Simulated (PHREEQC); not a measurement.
Consider water at 45 °C with 4.4 mmol/kgw FeCl3, 3.9 mmol/kgw NaHCO3 and 7.4 mmol/kgw NaCl. Closed to the air; pH follows from the charge balance.

Equilibrium calculation in PHREEQC: ion-association model, phreeqc.dat.

No solid was allowed to form.

### Question
Estimate the pH, ionic strength.

### Answer
pH 2.99; ionic strength 0.0256 mol/kgw.

### Question
In which forms is Fe present?

### Answer
FeOH+2 55 %, Fe(OH)2+ 23 %, Fe2(OH)2+4 12 %, Fe+3 5.2 %, FeCl+2 2.8 %, Fe3(OH)4+5 2.4 % of the Fe.

Saturation is exceeded, for instance for Hematite (slow to form), Goethite (slow to form); the values hold only as long as no solid forms. Species that the database lacks are ignored. Away from 25 °C the constants follow the database's enthalpies or fits; those with neither stay at their 25 °C values.
